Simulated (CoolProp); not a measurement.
Computed with CoolProp (reference Helmholtz-energy equation of state, Thol 2019).

Task: For decamethylcyclopentasiloxane (D5), give the phase and the density (kg/m³), speed of sound (m/s), expansivity (1/kK) at 364.2 K and 2.19 MPa; 364.2 K and 2.53 MPa.

Result: 
- 364.2 K and 2.19 MPa: liquid; density 888, speed of sound 747, expansivity 1.18
- 364.2 K and 2.53 MPa: liquid; density 888, speed of sound 750, expansivity 1.17
